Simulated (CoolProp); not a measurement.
A single-stage vapour-compression cycle with R125: evaporating at 238.15 K (dew point), condensing at 291.15 K (bubble point), superheat 2 K, subcooling 2 K, compressor efficiency 0.7, no pressure losses. Each further row changes one setting.

The numbers come from the reference Helmholtz-energy equation of state, Lemmon 2005 in CoolProp.

```csv
case,cooling COP,pressure ratio,discharge temperature (K),refrigerating effect (kJ/kg),volumetric capacity (kJ/m³)
as stated,2.28,6.17,309.1,95.7,1130
evaporating temperature 243.15 K,2.65,5.00,307.0,98.5,[?]
condensing temperature 286.15 K,2.64,5.36,[?],102,1210
subcooling 7 K,2.43,6.17,309.1,102,1210
superheat 12 K,2.32,6.17,319.5,[?],1160
compressor efficiency 0.6,1.95,6.17,316.5,95.7,1130
```

Task: Complete the blanks.

Result: 
- evaporating temperature 243.15 K, volumetric capacity (kJ/m³): 1430
- condensing temperature 286.15 K, discharge temperature (K): 303.3
- superheat 12 K, refrigerating effect (kJ/kg): 103
